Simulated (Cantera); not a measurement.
Mixture: CH₃OH : O₂ : N₂ = 1 : 6.2 : 15.5 (molar parts), at 7500 Torr, adiabatic and at constant volume. Ignition delay is the time to a rise of 400 K.

Cantera simulation using GRI-Mech 3.0 (53 species, 325 reactions); the numbers are that mechanism's predictions, not measurements. GRI-Mech 3.0 was tuned for natural gas; its chemistry of methanol as a main component is partial and can be far from experiment.

Task: Predict: delay at 1173 K; delay at 1323 K; delay at 1473 K; delay at 1623 K; delay at 1773 K; apparent activation energy between 1623 and 1773 K.

Result: 
```
Item                                                     Value
--------------------------------------------------  ----------
delay at 1173 K                                        2.86 ms
delay at 1323 K                                       0.281 ms
delay at 1473 K                                        50.8 µs
delay at 1623 K                                        14.3 µs
delay at 1773 K                                        5.24 µs
apparent activation energy between 1623 and 1773 K  160 kJ/mol
```
